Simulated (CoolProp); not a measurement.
The numbers come from the reference Helmholtz-energy equation of state, Fiedler 2023 in CoolProp.

### Question
Give the vapour pressure (bar), liquid density (kg/m³), vapour density (kg/m³), enthalpy of vaporisation (kJ/kg) of saturated tetrahydrofuran at 449.9, 472.2, 475.4 K.

### Answer
```
T (K)  p (bar)  liquid density (kg/m³)  vapour density (kg/m³)  enthalpy of vaporisation (kJ/kg)
-----  -------  ----------------------  ----------------------  --------------------------------
449.9     13.8                     688                    32.9                               312
472.2     20.0                     649                    49.1                               281
475.4     21.0                     643                    52.0                               276
```
